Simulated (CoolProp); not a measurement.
Dimethyl ether along the isotherm 251.85 °C: density (kg/m³) from the reference equation and from simpler models built on Tc = 127.2 °C, pc = 5.337 MPa, ω = 0.196; each cubic takes its own stable root.

Values from CoolProp's reference Helmholtz-energy equation of state, Wu 2011.

```csv
p (MPa),phase,reference,ideal gas,Soave-Redlich-Kwong
0.0844,gas,0.8929,0.8907,0.8926
0.192,gas,2.037,2.026,2.036
0.437,gas,4.670,4.612,4.661
0.995,gas,10.80,___,___
2.26,gas,25.45,___,___
5.15,gas,63.22,54.35,61.90
11.7,supercritical,___,123.5,162.0
26.7,supercritical,___,___,342.2
```

Problem. Complete the blanks.

Solution. 
- 0.995, ideal gas: 10.50
- 0.995, Soave-Redlich-Kwong: 10.76
- 2.26, ideal gas: 23.85
- 2.26, Soave-Redlich-Kwong: 25.23
- 11.7, reference: 173.6
- 26.7, reference: 380.4
- 26.7, ideal gas: 281.8
